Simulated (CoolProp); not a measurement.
A simple Rankine cycle with R236EA: condensing at 315.15 K, boiler at 2.16 MPa, turbine inlet 403.5 K, turbine efficiency 0.9, pump efficiency 0.6, no recuperator. Each further row changes one setting.

Model: reference Helmholtz-energy equation of state, Rui 2013, in CoolProp.

| case | thermal efficiency (%) | net work (kJ/kg) | heat in (kJ/kg) | turbine exit temperature (K) | volume ratio over the turbine |
|---|---|---|---|---|---|
| as stated | 12.3 | 25.6 | 208 | 353.0 | 7.02 |
| condensing temperature 307.15 K | 13.5 | 29.6 | 218 | 347.6 | 9.02 |
| boiler pressure 1.51 MPa | 10.3 | 22.6 | 219 | 367.0 | 4.45 |
| turbine efficiency 0.8 | 10.8 | 22.5 | 208 | 356.2 | 7.10 |
